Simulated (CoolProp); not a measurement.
Values from CoolProp's reference Helmholtz-energy equation of state, Bücker 2006.

For isobutane, give the phase and the Z, speed of sound (m/s), isothermal compressibility (1/MPa), fugacity coefficient at 465.6 K and 10200 kPa; 465.6 K and 11300 kPa; 465.6 K and 18100 kPa.


- 465.6 K and 10200 kPa: supercritical; Z 0.487, speed of sound 280, isothermal compressibility 0.0611, fugacity coefficient 0.510
- 465.6 K and 11300 kPa: supercritical; Z 0.510, speed of sound 312, isothermal compressibility 0.0448, fugacity coefficient 0.484
- 465.6 K and 18100 kPa: supercritical; Z 0.687, speed of sound 461, isothermal compressibility 0.0156, fugacity coefficient 0.399
